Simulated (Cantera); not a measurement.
An adiabatic, constant-volume homogeneous reactor starts with CO : H₂ : CH₄ : O₂ : N₂ : CO₂ = 1 : 0.031 : 0.052 : 0.659 : 2.48 : 0.26 (molar parts), at 1525 K and 0.533 atm.

Cantera simulation using GRI-Mech 3.0 (53 species, 325 reactions); the numbers are that mechanism's predictions, not measurements.

Problem. Predict: time of steepest temperature rise; temperature at 1.00 s; equilibrium temperature; x(CO) at 1.00 s; x(H₂) at 1.00 s; x(NO) at 1.00 s; x(O) at 1.00 s.

Solution. 
- time of steepest temperature rise = 0.126 ms
- temperature at 1.00 s = 2735 K
- equilibrium temperature = 2735 K
- x(CO) at 1.00 s = 0.108 (gas-phase equilibrium 0.108)
- x(H₂) at 1.00 s = 0.00186 (gas-phase equilibrium 0.00186)
- x(NO) at 1.00 s = 0.0141 (gas-phase equilibrium 0.0141)
- x(O) at 1.00 s = 0.00987 (gas-phase equilibrium 0.00987)
